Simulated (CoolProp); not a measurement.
Octamethyltrisiloxane (MDM) along the isobar 0.101 MPa: fugacity coefficient from the reference equation and from simpler models built on Tc = 565.4 K, pc = 1.438 MPa, ω = 0.528; each cubic takes its own stable root.

The numbers come from the reference Helmholtz-energy equation of state, Thol 2017 in CoolProp.

```
T (K)  phase  reference
-----  -----  ---------
431.9    gas     0.9350
442      gas     0.9405
452.1    gas     0.9454
462.2    gas     0.9497
472.3    gas     0.9537
482.4    gas     0.9572
492.5    gas     0.9605
502.7    gas     0.9634
512.8    gas     0.9661
522.9    gas     0.9685
```

How far does each simpler model (Redlich-Kwong, Peng-Robinson) lie from the reference over these 10 states: mean and median of the absolute difference, and the worst?


- Redlich-Kwong: mean 0.7 %, median 0.6 %, worst +1.5 % at 431.9 K and 0.101 MPa
- Peng-Robinson: mean 0.2 %, median 0.2 %, worst -0.3 % at 522.9 K and 0.101 MPa
